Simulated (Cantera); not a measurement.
A Cantera script and what it prints.

```python
import numpy as np
import cantera as ct

gas_names = """
    H HO2 H2 H2O H2O2 O OH O2 O3 Pb PbO Pb2
""".split()
cond_names = """
    H2O(s) H2O(L) Pb(cr) Pb(L) PbO(rd) PbO(yw) PbO(L) PbO2(s) Pb3O4(s)
""".split()


# ... load() reads the species with a 1 bar reference pressure and builds the phases ...
atoms = {
    'PbO': {'Pb': 1, 'O': 1},
    'H2': {'H': 2},
}
top_T = {'Pb3O4(s)': 820}  # K; cautious upper limits of use, not melting points


# ... equilibrate(T, P, feed) seeds the gas with the atoms and calls Mixture.equilibrate('TP', solver="vcs", rtol=1e-11, max_steps=5000) ...
results = []
feed = {'PbO': 1, 'H2': 0.13}  # mol
P = 1333.22  # Pa
for T in [548, 623, 698, 773, 848, 923, 998, 1073, 1148, 1223, 1298, 1373, 1448, 1523]:
    mix = equilibrate(T, P, feed)
    results.append((T, P, feed, dict(zip(mix.species_names, mix.species_moles))))

top = {s: max(r[3][s] / sum(r[3][g] for g in gas_names) for r in results) for s in gas_names}
cols = sorted((s for s in top if top[s] > 0.001), key=lambda s: -top[s])[:7]
seen = [c for c in cond_names if any(r[3].get(c, 0) > 1e-12 for r in results)]
print("log10 of partial pressures in bar; condensed amounts in mol")
print(f"{'T/K':>10s}" + "".join(f"{s[:9]:>10s}" for s in cols + seen))
for T, P, feed, n in results:
    ng = sum(n[g] for g in gas_names)
    print(f"{T:10.4g}" + "".join(f"{np.log10(max(n[s] / ng * P / 1e5, 1e-99)):10.3f}" for s in cols)
          + "".join(f"{n.get(c, 0):10.4g}" for c in seen))
```

It prints:

```
log10 of partial pressures in bar; condensed amounts in mol
       T/K       H2O       PbO        Pb        O2    Pb(cr)     Pb(L)   PbO(rd)   PbO(yw)    PbO(L)
       548    -1.875   -18.663   -12.883   -31.377      0.13         0      0.87         0         0
       623    -1.875   -15.394   -10.683   -26.363         0      0.13      0.87         0         0
       698    -1.875   -12.841    -8.993   -22.376         0      0.13      0.87         0         0
       773    -1.875   -10.795    -7.637   -19.174         0      0.13         0      0.87         0
       848    -1.875    -9.120    -6.524   -16.548         0      0.13         0      0.87         0
       923    -1.875    -7.725    -5.596   -14.356         0      0.13         0      0.87         0
       998    -1.876    -6.545    -4.810   -12.499         0    0.1298         0      0.87         0
      1073    -1.878    -5.536    -4.136   -10.908         0    0.1293         0      0.87         0
      1148    -1.885    -4.664    -3.553    -9.530         0    0.1272         0    0.8698         0
      1223    -1.910    -3.965    -3.042    -8.448         0    0.1204         0         0    0.8689
      1298    -1.986    -3.361    -2.592    -7.517         0   0.09778         0         0    0.8646
      1373    -2.228    -2.827    -2.228    -6.624         0         0         0         0    0.8374
      1448    -2.354    -2.353    -2.351    -4.931         0         0         0         0    0.7392
      1523    -2.830    -2.047    -2.619    -3.335         0         0         0         0         0
```

Method: chemical equilibrium by Gibbs-energy minimisation in Cantera with the NASA 1993 tables (ideal gas, pure condensed phases). Each liquid is taken as pure. Mutual solubility and eutectic melting of coexisting phases are not modelled. Gases not in the tables: (PbO)n polymers.
